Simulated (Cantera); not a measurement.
Input: 1 mol Al2O3, 0.46 mol H2, held at 3.40 mbar.

Equilibrium computed with Cantera from the NASA thermochemical tables; the gas is ideal and each condensed phase is pure. Candidate condensed phases: Al, Al2O3, H2O; 19 gas species. The numbers say what is thermodynamically allowed, not how fast it happens. All values below are at 1823 K.

Base state: H2 0.992, H 0.00740, H2O 0.000140, Al 7.81e-5 (mole fractions); condensed: Al2O3(s).

Question: What changes in the equilibrium state with this change: pressure from 3.40 mbar to 10.0 mbar?

Answer: 
```json
[
 {"species": "H2", "before": "0.992", "after": "0.996"},
 {"species": "H", "before": "0.00740", "after": "0.00432"},
 {"species": "H2O", "before": "0.000140", "after": "9.27e-5"},
 {"species": "Al", "before": "7.81e-5", "after": "4.95e-5"},
 {"species": "Al2O3(s), mol", "before": "1.000", "after": "1.000"}
]
```
